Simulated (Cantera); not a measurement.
**Al + HCl + N2 + H2O (chemical vapour transport)**

Charge: 1 mol Al, 2.2 mol HCl, 1.6 mol N2, 0.022 mol H2O, held at 63000 Pa.

Method: chemical equilibrium by Gibbs-energy minimisation in Cantera with the NASA 1993 tables (ideal gas, pure condensed phases). Candidate condensed phases: Al, AlCl3, AlN, Al2O3, H2O, NH4Cl; 45 gas species. Mutual solubility and eutectic melting of coexisting phases are not modelled. The tables' values for AlCl2 are old estimates; treat these amounts as uncertain. Condensed phases not in the tables: AlOCl. Kinetics and transport are ignored.

```tsv
T (K)	log p N2	log p H2	log p AlCl3	log p HCl	log p Al2Cl6	log p AlCl2	log p AlCl	n AlN(s)	n Al2O3(s)
725	-0.55	-0.72	-1.36	-1.15	-1.39	-10.91	<-12	0.369	0.00733
875	-0.57	-0.75	-1.00	-1.11	-2.14	-8.04	<-12	0.387	0.00733
1025	-0.57	-0.75	-0.95	-1.14	-3.04	-6.16	-9.32	0.381	0.00733
1175	-0.57	-0.75	-0.94	-1.16	-3.76	-4.78	-7.05	0.374	0.00733
1325	-0.57	-0.75	-0.93	-1.18	-4.31	-3.73	-5.31	0.368	0.00733
1475	-0.57	-0.74	-0.93	-1.20	-4.75	-2.89	-3.92	0.361	0.00733
1625	-0.57	-0.74	-0.95	-1.22	-5.12	-2.23	-2.80	0.344	0.00732
```
log p: log10 of the partial pressure in bar; n: condensed amount in mol.

From 725 K to 1625 K the condensed part is AlN(s) + Al2O3(s). The main Al-bearing gas is Al2Cl6 at 725 K and AlCl3 at 1625 K. The share of Al in condensed phases is highest at 875 K (40.2 %) and lowest at 1625 K (35.8 %).
